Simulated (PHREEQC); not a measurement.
**Polishing slurry liquid (model solution)**

Solution (35 °C): 19 mmol/kgw NH3, 80 mmol/kgw K2SO4 and 0.24 mmol/kgw KH2PO4. Closed to the air; pH follows from the charge balance.

Model: ion-association model, phreeqc.dat, run in PHREEQC.

Each row changes one thing in this solution. Precipitation was switched off in this run.

| case | pH | ionic strength (mol/kgw) | K+ (mol/kgw) | SO4-2 (mol/kgw) | KSO4- (mol/kgw) | HPO4-2 (mol/kgw) |
|---|---|---|---|---|---|---|
| as made | 10.44 | 0.203 | 0.141 | 0.0605 | 0.0193 | 0.000206 |
| K2SO4 from 0.08 to 0.008 mol/kgw | 10.38 | 0.0242 | 0.0157 | 0.00743 | 0.000530 | (withheld) |
| K2SO4 from 0.08 to 0.04 mol/kgw | 10.42 | 0.107 | 0.0733 | 0.0329 | 0.00695 | (withheld) |
| temperature from 35 to 15 °C | 11.07 | 0.211 | 0.145 | 0.0645 | 0.0153 | 0.000180 |
| NH3 left out | 5.50 | 0.202 | 0.141 | 0.0606 | 0.0194 | 1.21e-5 |
| temperature from 35 to 90 °C | 9.13 | 0.183 | 0.131 | 0.0507 | 0.0291 | 0.000222 |
| temperature from 35 to 20 °C | 10.90 | 0.209 | 0.144 | 0.0635 | 0.0163 | 0.000189 |
| diluted 2-fold with water | 10.28 | 0.107 | 0.0732 | (withheld) | 0.00696 | 0.000110 |
| NH3 replaced by NH4HS at the same molality | 7.88 | 0.216 | 0.142 | (withheld) | 0.0184 | 0.000208 |

Problem. Complete the blanks.

Solution. 
- K2SO4 from 0.08 to 0.008 mol/kgw, HPO4-2 (mol/kgw): 0.000229
- K2SO4 from 0.08 to 0.04 mol/kgw, HPO4-2 (mol/kgw): 0.000216
- diluted 2-fold with water, SO4-2 (mol/kgw): 0.0330
- NH3 replaced by NH4HS at the same molality, SO4-2 (mol/kgw): 0.0587

Away from 25 °C the constants follow the database's enthalpies or fits; those with neither stay at their 25 °C values.
